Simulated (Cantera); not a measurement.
Standard-state values (1 bar) from the NASA 1993 polynomials, evaluated with Cantera. Values are per mole of reaction as written; species without (g) are pure solids or liquids, kept so even where they would boil at 1 bar.

Question: Between 1398 and 1998 K, where is each reaction favourable under standard conditions?
- Al2O(g) + 3 N(g) ⇌ 2 AlN + NO(g)
- AlF3(g) + NF3(g) ⇌ AlN + 3 F2(g)

Answer: 
- Al2O(g) + 3 N(g) ⇌ 2 AlN + NO(g): ΔG° is -1165 kJ at 1398 K and -888 kJ at 1998 K; it stays negative (K > 1). ΔH° is -1807 kJ and ΔS° -460 J/K at 1998 K.
- AlF3(g) + NF3(g) ⇌ AlN + 3 F2(g): ΔG° is 892 kJ at 1398 K and 836 kJ at 1998 K; it stays positive (K < 1). ΔH° is 1024 kJ and ΔS° 94 J/K at 1998 K.
